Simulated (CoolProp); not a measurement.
A single-stage vapour-compression cycle with the fluid: evaporating at 230.15 K (dew point), condensing at 268.15 K (bubble point), superheat 0 K, subcooling 8 K, compressor efficiency 0.65, no pressure losses. The same conditions are run with several fluids, on thermodynamics alone (safety and materials aside).

Values from CoolProp's reference Helmholtz-energy equation of state of each fluid (isobutane: Bücker 2006; R124: de Vries 1995; carbonyl sulfide: Lemmon 2006; chlorine: Thol 2021; nitrous oxide: Lemmon 2006; R236FA: Pan 2012).

| fluid | cooling COP | pressure ratio | discharge temperature (K) | refrigerating effect (kJ/kg) | volumetric capacity (kJ/m³) |
|---|---|---|---|---|---|
| isobutane | ___ | 5.33 | 292.6 | 327 | 248 |
| R124 | 3.61 | 6.01 | ___ | 149 | 240 |
| carbonyl sulfide | 3.53 | 4.00 | 344.9 | 267 | 1220 |
| chlorine | 3.45 | 4.66 | 390.5 | 264 | 666 |
| nitrous oxide | 3.27 | ___ | 330.4 | 258 | 5660 |
| R236FA | 3.58 | 7.18 | 285.5 | 144 | 141 |

Q: Fill in the missing entries.

A: 
- isobutane, cooling COP: 3.63
- R124, discharge temperature (K): 293.5
- nitrous oxide, pressure ratio: 3.25
